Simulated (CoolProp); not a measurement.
Model: reference Helmholtz-energy equation of state, Gao 2022, in CoolProp.

Problem. For n-perfluorobutane, give the phase and the density (kg/m³), cp (kJ/(kg K)), isothermal compressibility (1/MPa) at 220.7 K and 5.38 MPa; 232.3 K and 5.38 MPa.

Solution. 
- 220.7 K and 5.38 MPa: liquid; density 1790, cp 1.04, isothermal compressibility 0.00170
- 232.3 K and 5.38 MPa: liquid; density 1750, cp 1.05, isothermal compressibility 0.00190
